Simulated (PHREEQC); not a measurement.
Nickel, zinc or cadmium bath: an equilibrium model

Consider water at 25 °C with 0.28 mol ZnCl2, 0.0046 mol NaOH and 0.089 mol HCl per kg of water. Closed to the air; pH follows from the charge balance.

Equilibrium calculation in PHREEQC: ion-association model, phreeqc.dat.

```yaml
pH: 1.20
ionic_strength: 0.759 mol/kgw
activity_of_water: 0.985
density: 1.032 g/cm³
total_alkalinity: -84.4 meq/kg
```

| species | molality | activity | log γ |
|---|---|---|---|
| Cl- | 0.536 | 0.334 | -0.205 |
| Zn+2 | 0.204 | 0.0379 | -0.731 |
| H+ | 0.0844 | 0.0634 | -0.124 |
| ZnCl+ | 0.0549 | 0.0341 | -0.207 |
| ZnCl2 | 0.0100 | 0.0119 | 0.076 |
| ZnCl3- | 0.00721 | 0.00448 | -0.207 |
| Na+ | 0.00460 | 0.00331 | -0.143 |
| ZnCl4-2 | 0.00404 | 0.000750 | -0.731 |
| ZnOHCl | 5.46e-9 | 6.51e-9 | 0.076 |

No solid was allowed to form. The ionic strength is past about 0.7 mol/kgw, beyond the range of this activity model, so the values are rough. Species that the database lacks are ignored.
